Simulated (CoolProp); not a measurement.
Vapour-liquid equilibrium of CHF3 (R23) (1) + R11 (2) at 229.9 K; x and y are mole fractions of (1).

Computed with CoolProp (multi-fluid Helmholtz-energy mixture model, Penoncello 2003 and Jacobsen 1992; pair parameters Bell 2016).

| x | bubble pressure, mixture model (MPa) | bubble pressure, Raoult's law (MPa) | y, mixture model | y, Raoult's law |
|---|---|---|---|---|
| 0.05 | 0.1110 | 0.03519 | 0.962 | 0.888 |
| 0.15 | 0.2912 | 0.09730 | 0.986 | 0.964 |
| 0.25 | 0.4150 | 0.1594 | 0.990 | 0.981 |
| 0.35 | 0.4850 | 0.2215 | 0.992 | 0.988 |
| 0.45 | 0.5155 | 0.2836 | 0.992 | 0.992 |
| 0.55 | 0.5242 | 0.3457 | 0.992 | 0.995 |
| 0.65 | 0.5266 | 0.4078 | 0.992 | 0.996 |
| 0.75 | 0.5337 | 0.4699 | 0.993 | 0.998 |
| 0.85 | 0.5541 | 0.5320 | 0.994 | 0.999 |
| 0.95 | 0.5948 | 0.5941 | 0.997 | 1.000 |

The largest gap from Raoult's law is +215.4 % in bubble pressure, at x = 0.05. No azeotrope shows between x = 0.05 and 0.95.

Pair parameters are fitted to limited data, so mixtures are less certain than the pure fluids. With so large a gap from Raoult's law the liquid may split in two, which this calculation doesn't test in full.
